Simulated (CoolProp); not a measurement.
Vapour-liquid equilibrium of CHF3 (R23) (1) + R11 (2) at 249.9 K; x and y are mole fractions of (1).

Computed with CoolProp (multi-fluid Helmholtz-energy mixture model, Penoncello 2003 and Jacobsen 1992; pair parameters Bell 2016).

| x | bubble pressure (bar) | y at the bubble point | dew pressure at overall composition x (bar) | liquid density (mol/L) |
|---|---|---|---|---|
| 0.05 | 1.920 | 0.929 | 0.1399 | 11.77 |
| 0.125 | 4.332 | 0.968 | 0.1519 | 12.11 |
| 0.2 | 6.301 | 0.977 | 0.1662 | 12.47 |
| 0.275 | 7.772 | 0.982 | 0.1835 | 12.83 |
| 0.35 | 8.771 | 0.984 | 0.2047 | 13.20 |
| 0.425 | 9.388 | 0.985 | 0.2315 | 13.58 |
| 0.5 | 9.739 | 0.985 | 0.2663 | 13.97 |
| 0.575 | 9.944 | 0.986 | 0.3135 | 14.37 |
| 0.65 | 10.11 | 0.986 | 0.3809 | 14.78 |
| 0.725 | 10.32 | 0.987 | 0.4854 | 15.20 |
| 0.8 | 10.65 | 0.988 | 0.6687 | 15.64 |
| 0.875 | 11.16 | 0.991 | 1.075 | 16.09 |
| 0.95 | 11.92 | 0.995 | 2.737 | 16.57 |

No azeotrope shows between x = 0.05 and 0.95.

Pair parameters are fitted to limited data, so mixtures are less certain than the pure fluids. With so large a gap from Raoult's law the liquid may split in two, which this calculation doesn't test in full.
